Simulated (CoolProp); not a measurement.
Vapour-liquid equilibrium of R125 (1) + R236FA (2) at 20.4 kPa; x and y are mole fractions of (1).

Values from CoolProp's multi-fluid Helmholtz-energy mixture model, Lemmon 2005 and Pan 2012; pair parameters Bell 2016.

Q: Give the bubble temperature and the first vapour's composition at x = 0.35, 0.85, 0.95. Is there an azeotrope?

A: x = 0.35: 212.0 K, y = 0.887; x = 0.85: 199.5 K, y = 0.990; x = 0.95: 197.9 K, y = 0.997. No azeotrope shows between x = 0.05 and 0.95.

Pair parameters are fitted to limited data, so mixtures are less certain than the pure fluids.
